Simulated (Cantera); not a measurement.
Feed: 1 mol C, 1.9 mol H2O, 2.8 mol N2, held at 1998 K and 1 atm.

Equilibrium computed with Cantera from the NASA thermochemical tables; the gas is ideal and each condensed phase is pure. Candidate condensed phases: C, C6H6, C7H8, C8H18, H2O; 136 gas species. The numbers say what is thermodynamically allowed, not how fast it happens.

Base state: N2 0.491, H2 0.198, CO 0.153, H2O 0.135, CO2 0.0228, H 0.000709, OH 4.81e-5 (mole fractions); condensed: gas only.

Q: What changes in the equilibrium state with this change: pressure from 1 atm to 1.00 Torr?

A: 
```csv
species,before,after
N2,0.491,0.486
H2,0.198,0.188
CO,0.153,0.151
H,0.000709,0.0191
H2O,0.135,0.132
CO2,0.0228,0.0230
O2,3.71e-8,2.97e-5
O,1.26e-7,9.83e-5
NO,2.53e-6,7.11e-5
OH,4.81e-5,0.00133
```

Q: What changes in the equilibrium state with this change: H2O from 1.9 to 0.67 mol?

A: 
```
species            before     after
----------------  -------  --------
N2                  0.491     0.674
CO                  0.153     0.162
H2                  0.198     0.159
H2O                 0.135   3.08e-6
CO2                0.0228   6.85e-7
C2H2 (acetylene)    <1e-9  0.000120
OH                4.81e-5   1.22e-9
HCN               1.22e-7   0.00478
HNC               6.91e-9  0.000271
C(graphite), mol        0     0.308
```

Q: What changes in the equilibrium state with this change: H2O from 1.9 to 0.24 mol?

A: 
| species | before | after |
|---|---|---|
| N2 | 0.491 | 0.852 |
| CO | 0.153 | 0.0732 |
| H2 | 0.198 | 0.0710 |
| H2O | 0.135 | 6.22e-7 |
| CO2 | 0.0228 | 1.40e-7 |
| C2H2 (acetylene) | <1e-9 | 5.38e-5 |
| OH | 4.81e-5 | <1e-9 |
| C(graphite), mol | 0 | 0.747 |
